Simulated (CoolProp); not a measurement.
A single-stage vapour-compression cycle with R143a: evaporating at 193.15 K (dew point), condensing at 221.15 K (bubble point), superheat 10 K, subcooling 8 K, compressor efficiency 0.65, no pressure losses. Each further row changes one setting.

Computed with CoolProp (reference Helmholtz-energy equation of state, Lemmon and Jacobsen 2000).

```csv
case,cooling COP,pressure ratio,discharge temperature (K),refrigerating effect (kJ/kg),volumetric capacity (kJ/m³)
as stated,4.15,5.11,273.3,230,182
evaporating temperature 198.15 K,5.29,3.67,264.4,233,252
condensing temperature 216.15 K,5.14,3.96,262.2,236,187
subcooling 13 K,4.27,5.11,273.3,236,187
superheat 20 K,4.09,5.11,284.5,237,179
compressor efficiency 0.55,3.51,5.11,284.4,230,182
```
